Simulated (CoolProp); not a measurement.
Vapour-liquid equilibrium of R125 (1) + propylene (2) at 1.31 MPa; x and y are mole fractions of (1).

The numbers come from the multi-fluid Helmholtz-energy mixture model, Lemmon 2005 and Lemmon 2013; pair parameters Bell 2016 in CoolProp.

Problem. Give the bubble temperature and the first vapour's composition at x = 0.2, 0.575, 0.8. Is there an azeotrope?

Solution. x = 0.2: 294.8 K, y = 0.298; x = 0.575: 290.8 K, y = 0.578; x = 0.8: 292.0 K, y = 0.754. y crosses x between x = 0.575 and 0.65: the model has an azeotrope there.

The pair parameters rest on a limited set of measurements; away from them the model extrapolates.
